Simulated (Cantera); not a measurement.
Input: 1 mol V, 11 mol H₂O, 2.9 mol N₂, equilibrated at 1.00 bar.

Method: chemical equilibrium by Gibbs-energy minimisation in Cantera with the NASA 1993 tables (ideal gas, pure condensed phases). Candidate condensed phases: H₂O, V, VN, VO, V₂O₃, V₂O₄, V₂O₅; 28 gas species. Condensed phases not in the tables: the oxides between V₂O₃ and V₂O₅ other than VO₂. Kinetics and transport are ignored.

Task: At 1673 K, list the 4 most abundant gas species with their mole fractions, and the condensed phases.

Result: H₂O 0.683, N₂ 0.209, H₂ 0.108, H 3.74e-5. Condensed: V₂O₃(s).
